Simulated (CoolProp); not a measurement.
Properties of isobutane at several states (Tc = 407.8 K, pc = 3.629 MPa, ω = 0.184).

Computed with CoolProp (reference Helmholtz-energy equation of state, Bücker 2006).

| T (K) | p (MPa) | phase | density (kg/m³) | isothermal compressibility (1/MPa) | fugacity coefficient |
|---|---|---|---|---|---|
| 322.9 | 0.118 | gas | 2.617 | 8.686 | 0.9768 |
| 475.7 | 0.0451 | gas | 0.6644 | 22.23 | 0.9975 |
| 523.3 | 0.125 | gas | 1.678 | 8.041 | 0.9950 |
